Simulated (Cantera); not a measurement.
Input: 1 mol Al2O3, 8 mol H2O, equilibrated at 1.00 bar.

Method: chemical equilibrium by Gibbs-energy minimisation in Cantera with the NASA 1993 tables (ideal gas, pure condensed phases). Candidate condensed phases: Al, Al2O3, H2O; 19 gas species. Gases not in the tables: Al(OH)3. The numbers say what is thermodynamically allowed, not how fast it happens.

Problem. At 2127 °C, list the 5 most abundant gas species with their mole fractions, and the condensed phases.

Solution. H2O 0.938, H2 0.0310, OH 0.0156, O2 0.0118, H 0.00280. Condensed: Al2O3(l).
